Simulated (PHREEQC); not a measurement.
Make-up at 20 °C: 0.22 mol HNO3, 0.0089 mol FeCl3 and 0.0024 mol MgCl2 per kg of water. Closed to the air; pH follows from the charge balance.

Model: ion-association model, phreeqc.dat, run in PHREEQC.

This is a speciation only: nothing precipitates in the calculation.

Question: Estimate the pH, activity of water.

Answer: pH 0.76; activity of water 0.992.

Question: In which forms is Fe present?

Answer: Fe+3 80 %, FeCl+2 18 %, FeOH+2 0.9 %, FeCl2+ 0.7 % of the Fe.

Examples of supersaturated solids here: Hematite (slow to form). Others may be too.
